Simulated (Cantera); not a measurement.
Charge: 1 mol PbS, a varied amount of H2, equilibrated at 1577 °C and 0.690 bar.

Method: chemical equilibrium by Gibbs-energy minimisation in Cantera with the NASA 1993 tables (ideal gas, pure condensed phases). Candidate condensed phases: Pb, PbS, S; 10 gas species. Kinetics and transport are ignored.

At 62 mol H2, list the 4 most abundant gas species with their mole fractions, and the condensed phases.

H2 0.972, Pb 0.0115, H2S 0.0104, PbS 0.00438. Condensed: gas only.
